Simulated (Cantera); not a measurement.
Charge: 1 mol FeS, 7.9 mol O2, 1.1 mol CO2, equilibrated at 1623.15 K and 0.220 bar.

These are equilibrium values from Cantera (NASA tables, ideal gas, pure condensed phases), not measurements of a reactor. Candidate condensed phases: C, Fe, Fe(CO)5, FeO, FeS, FeSO4, FeS2, Fe2O3, Fe2(SO4)3, Fe3O4, S; 25 gas species. Equilibrium is a limit: real reactors are often held back by kinetics, nucleation or transport.

Base state: O2 0.745, CO2 0.133, SO2 0.120, SO3 0.00102, O 3.51e-5 (mole fractions); condensed: Fe2O3(s).

What changes in the equilibrium state with this change: temperature from 1623.15 K to 923 K?


```json
[
 {"species": "O2", "before": "0.745", "after": "0.735"},
 {"species": "CO2", "before": "0.133", "after": "0.139"},
 {"species": "SO3", "before": "0.00102", "after": "0.0833"},
 {"species": "SO2", "before": "0.120", "after": "0.0430"},
 {"species": "O", "before": "3.51e-5", "after": "<1e-9"},
 {"species": "Fe2O3(s), mol", "before": "0.500", "after": "0.500"}
]
```
